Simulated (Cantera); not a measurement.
Charge: 1 mol SiH2Cl2, 1.7 mol N2O, 19 mol H2, equilibrated at 1123 K and 1.30 mbar.

Method: chemical equilibrium by Gibbs-energy minimisation in Cantera with the NASA 1993 tables (ideal gas, pure condensed phases). Candidate condensed phases: H2O, NH4Cl, Si, SiO2, Si2N2O, Si3N4; 47 gas species. Mutual solubility and eutectic melting of coexisting phases are not modelled. Equilibrium is a limit: real reactors are often held back by kinetics, nucleation or transport.

### Question
What is the equilibrium state?

### Answer
| Quantity | Value |
|---|---|
| x(H2) | 0.841 |
| x(HCl) | 0.0885 |
| x(N2) | 0.0708 |
| x(H2O) | 9.83e-6 |
| x(H) | 1.08e-6 |
| n(SiO2(β-quartz)) | 0.800 mol |
| n(Si2N2O(s)) | 0.100 mol |
| gas amount | 22.60 mol |
| log10 activity of Si(s) (absent) | -5.82 |
